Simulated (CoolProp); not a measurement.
Octamethylcyclotetrasiloxane (D4) at several states: density (kg/m³) from the reference equation and from simpler models built on Tc = 586.5 K, pc = 1347 kPa, ω = 0.598; each cubic takes its own stable root.

Computed with CoolProp (reference Helmholtz-energy equation of state, Thol 2015).

```json
[
 {"T (K)": "326.5", "p (kPa)": "340", "phase": "liquid", "reference": "918.8"},
 {"T (K)": "402.9", "p (kPa)": "6080", "phase": "liquid", "reference": "844.5"},
 {"T (K)": "340.5", "p (kPa)": "114", "phase": "liquid", "reference": "902.1"}
]
```

Problem. How far does each simpler model (van der Waals, Soave-Redlich-Kwong) lie from the reference over these 3 states: mean and median of the absolute difference, and the worst?

Solution. 
- van der Waals: mean 41.5 %, median 43.2 %, worst -43.3 % at 340.5 K and 114 kPa
- Soave-Redlich-Kwong: mean 9.7 %, median 10.4 %, worst -10.8 % at 326.5 K and 340 kPa
